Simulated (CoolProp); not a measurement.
Computed with CoolProp (reference Helmholtz-energy equation of state, Lemmon 2006). It is a short technical equation, of lower accuracy than the large ones.

For n-nonane, give the phase and the Z, cp (kJ/(kg K)), cv (kJ/(kg K)), isothermal compressibility (1/MPa) at 326.85 °C and 342 kPa; 326.85 °C and 1080 kPa; 326.85 °C and 3420 kPa.


- 326.85 °C and 342 kPa: gas; Z 0.947, cp 2.89, cv 2.81, isothermal compressibility 3.09
- 326.85 °C and 1080 kPa: gas; Z 0.815, cp 3.03, cv 2.84, isothermal compressibility 1.17
- 326.85 °C and 3420 kPa: supercritical; Z 0.232, cp 3.94, cv 2.92, isothermal compressibility 0.102
